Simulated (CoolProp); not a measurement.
The numbers come from the reference Helmholtz-energy equation of state, Thol 2016 in CoolProp.

Problem. For hexamethyldisiloxane (MM), give the phase and the density (kg/m³), cp (kJ/(kg K)), isothermal compressibility (1/MPa), expansivity (1/kK) at 254.65 °C and 0.159 MPa.

Solution. 
- 254.65 °C and 0.159 MPa: gas; density 6.05, cp 2.09, isothermal compressibility 6.48, expansivity 2.09
